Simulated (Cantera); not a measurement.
A perfectly stirred reactor is fed with 0.252 % CO, 1.46 % O2, 1.26 % H2O, 97.0 % N2, equivalence ratio 0.087, at 101000 Pa; it is held at 1223 K, and followed from long to short residence time.

Computed with Cantera and GRI-Mech 3.0 (53 species, 325 reactions).

x: mole fraction; the columns are a selection and need not sum to one.

```tsv
τ (s)	x CO	x O2	x H2O	x N2O	x O	x H2	x CO2
27	6.01e-6	0.0133	0.0126	2.47e-7	(withheld)	1.74e-7	0.00252
7.3	1.47e-5	0.0133	0.0126	4.29e-7	(withheld)	4.13e-7	0.00251
2.0	3.54e-5	0.0133	0.0126	5.56e-7	(withheld)	9.85e-7	0.00249
0.54	8.58e-5	0.0133	0.0126	5.33e-7	(withheld)	2.38e-6	0.00244
0.15	0.000200	0.0134	0.0126	4.19e-7	(withheld)	5.57e-6	0.00233
0.041	0.000452	0.0135	0.0126	2.92e-7	(withheld)	1.25e-5	0.00207
0.011	0.000943	0.0138	0.0126	1.77e-7	(withheld)	2.43e-5	0.00158
0.0030	0.00165	0.0141	0.0125	8.19e-8	(withheld)	3.31e-5	0.000871
```

Problem. Some entries are withheld; supply them.

Solution. 
- 27, x O: 2.86e-7
- 7.3, x O: 6.75e-7
- 2.0, x O: 1.59e-6
- 0.54, x O: 3.82e-6
- 0.15, x O: 8.86e-6
- 0.041, x O: 1.98e-5
- 0.011, x O: 3.97e-5
- 0.0030, x O: 5.94e-5
